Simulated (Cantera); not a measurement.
# Ignition delay

Mixture: CH₄ : O₂ : N₂ = 0.6 : 2.99 : 11.2 (molar parts), equivalence ratio 0.40, at 28.0 bar, adiabatic and at constant volume. Ignition delay is the time to a rise of 400 K.

Detailed kinetics in Cantera: GRI-Mech 3.0 (53 species, 325 reactions). The pressure lies above the range GRI-Mech 3.0 was tuned for (to about 10 atm).

```tsv
T0 (K)	delay (ms)
1050	10.6
1150	2.29
1250	0.645
1350	0.218
1450	0.0844
1550	0.0362
1650	0.0169
1750	0.00852
1850	0.00458
1950	0.00261
```

```
Item                                                     Value
--------------------------------------------------  ----------
apparent activation energy between 1750 and 1950 K  170 kJ/mol
```
